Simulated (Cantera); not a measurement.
A closed system holds: 1 mol Si, a varied amount of HBr, equilibrated at 1177 °C and 1.33 mbar.

Method: chemical equilibrium by Gibbs-energy minimisation in Cantera with the NASA 1993 tables (ideal gas, pure condensed phases). Candidate condensed phases: Br2, Si; 19 gas species. Kinetics and transport are ignored.

Task: Which condensed phases are stable at each of these points (n(HBr) (mol)): 1.7, 3.2, 4.7, 6.2, 7.7, 9.2, 11, 12?

Result: 
```json
[
 {"n(HBr) (mol)": "1.7", "condensed phases": "Si(s)", "Si condensed (%)": "37.3"},
 {"n(HBr) (mol)": "3.2", "condensed phases": "gas only", "Si condensed (%)": "0.0"},
 {"n(HBr) (mol)": "4.7", "condensed phases": "gas only", "Si condensed (%)": "0.0"},
 {"n(HBr) (mol)": "6.2", "condensed phases": "gas only", "Si condensed (%)": "0.0"},
 {"n(HBr) (mol)": "7.7", "condensed phases": "gas only", "Si condensed (%)": "0.0"},
 {"n(HBr) (mol)": "9.2", "condensed phases": "gas only", "Si condensed (%)": "0.0"},
 {"n(HBr) (mol)": "11", "condensed phases": "gas only", "Si condensed (%)": "0.0"},
 {"n(HBr) (mol)": "12", "condensed phases": "gas only", "Si condensed (%)": "0.0"}
]
```

At 1.7 mol HBr the condensed part is Si(s). From 3.2 mol HBr to 12 mol HBr nothing is condensed.
